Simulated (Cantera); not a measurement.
Input: 1 mol PbO, 0.16 mol O2, 7.1 mol N2, at 0.110 bar.

Method: chemical equilibrium by Gibbs-energy minimisation in Cantera with the NASA 1993 tables (ideal gas, pure condensed phases). Candidate condensed phases: Pb, PbO, PbO2, Pb3O4; 12 gas species. Gases not in the tables: (PbO)n polymers. Kinetics and transport are ignored.

### Question
Which condensed phases are stable at each of these points (T (°C)): 500, 575, 650, 725, 800, 875, 950, 1025, 1100, 1175, 1250?

### Answer
```tsv
T (°C)	condensed phases	Pb condensed (%)
500	PbO(yellow)	100.0
575	PbO(yellow)	100.0
650	PbO(yellow)	100.0
725	PbO(yellow)	100.0
800	PbO(yellow)	100.0
875	PbO(yellow)	99.9
950	PbO(l)	99.3
1025	PbO(l)	97.1
1100	PbO(l)	89.6
1175	PbO(l)	67.2
1250	PbO(l)	1.5
```

From 500 °C to 875 °C the condensed part is PbO(yellow). From 950 °C to 1250 °C the condensed part is PbO(l).
